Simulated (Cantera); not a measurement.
A closed system holds: 1 mol Si₃N₄, 2 mol O₂, 3.5 mol N₂, 0.014 mol H₂O, at 0.610 Pa.

Method: chemical equilibrium by Gibbs-energy minimisation in Cantera with the NASA 1993 tables (ideal gas, pure condensed phases). Candidate condensed phases: H₂O, Si, SiO₂, Si₂N₂O, Si₃N₄; 35 gas species. Mutual solubility and eutectic melting of coexisting phases are not modelled. The tables hold silica as quartz up to 1696 K and as liquid above; real silica turns to tridymite and cristobalite and melts near 1996 K. The numbers say what is thermodynamically allowed, not how fast it happens.

log p: log10 of the partial pressure in bar; n: condensed amount in mol.

| T (K) | log p N₂ | log p SiO | log p H₂ | log p H | log p H₂O | n SiO₂(β-quartz) | n Si₂N₂O(s) |
|---|---|---|---|---|---|---|---|
| 1073 | -5.22 | -10.92 | -7.75 | -11.73 | -13.17 | 1.68 | 0.662 |
| 1123 | -5.22 | -9.82 | -7.75 | -11.25 | -13.08 | 1.68 | 0.662 |
| 1173 | -5.22 | -8.81 | -7.75 | -10.81 | -13.00 | 1.68 | 0.662 |
| 1223 | -5.22 | ? | -7.76 | ? | ? | 1.67 | 0.659 |
| 1273 | -5.22 | -7.04 | -7.76 | -10.03 | -12.87 | 1.65 | 0.637 |
| 1323 | -5.26 | -6.24 | -7.82 | -9.71 | -12.87 | 1.50 | 0.489 |
| 1373 | -5.35 | -5.79 | -7.95 | ? | ? | 1.01 | 0 |
| 1423 | -5.35 | -5.79 | -7.96 | -9.16 | -11.95 | 1.01 | 0 |
| 1473 | -5.35 | -5.79 | -7.97 | -8.88 | -11.29 | 1.01 | 0 |
| 1523 | -5.35 | -5.79 | -7.99 | -8.63 | -10.68 | 1.01 | 0 |
| 1573 | -5.35 | -5.79 | -8.03 | -8.41 | -10.13 | 1.01 | 0 |

Question: Some entries are withheld; supply them.

Answer: 
- 1223, log p SiO: -7.89
- 1223, log p H: -10.40
- 1223, log p H₂O: -12.93
- 1373, log p H: -9.45
- 1373, log p H₂O: -12.67
